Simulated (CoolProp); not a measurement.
R236FA along the isotherm 369.9 K: density (kg/m³) from the reference equation and from simpler models built on Tc = 398.1 K, pc = 3.191 MPa, ω = 0.377; each cubic takes its own stable root.

Computed with CoolProp (reference Helmholtz-energy equation of state, Pan 2012).

```json
[
 {"p (MPa)": "0.886", "phase": "gas", "reference": "51.02", "van der Waals": "49.13", "Redlich-Kwong": "50.24", "Soave-Redlich-Kwong": "50.66"},
 {"p (MPa)": "1.77", "phase": "gas", "reference": "134.4", "van der Waals": "116.9", "Redlich-Kwong": "124.8", "Soave-Redlich-Kwong": "129.3"},
 {"p (MPa)": "2.66", "phase": "liquid", "reference": "1064", "van der Waals": "629.2", "Redlich-Kwong": "838.0", "Soave-Redlich-Kwong": "896.6"},
 {"p (MPa)": "3.55", "phase": "liquid", "reference": "1084", "van der Waals": "672.1", "Redlich-Kwong": "880.1", "Soave-Redlich-Kwong": "927.8"},
 {"p (MPa)": "4.43", "phase": "liquid", "reference": "1101", "van der Waals": "700.0", "Redlich-Kwong": "911.9", "Soave-Redlich-Kwong": "953.2"},
 {"p (MPa)": "5.32", "phase": "liquid", "reference": "1115", "van der Waals": "721.5", "Redlich-Kwong": "938.4", "Soave-Redlich-Kwong": "975.1"},
 {"p (MPa)": "6.2", "phase": "liquid", "reference": "1128", "van der Waals": "738.8", "Redlich-Kwong": "960.7", "Soave-Redlich-Kwong": "994.1"},
 {"p (MPa)": "7.09", "phase": "liquid", "reference": "1140", "van der Waals": "753.8", "Redlich-Kwong": "980.5", "Soave-Redlich-Kwong": "1011"},
 {"p (MPa)": "7.98", "phase": "liquid", "reference": "1150", "van der Waals": "766.8", "Redlich-Kwong": "998.2", "Soave-Redlich-Kwong": "1027"}
]
```
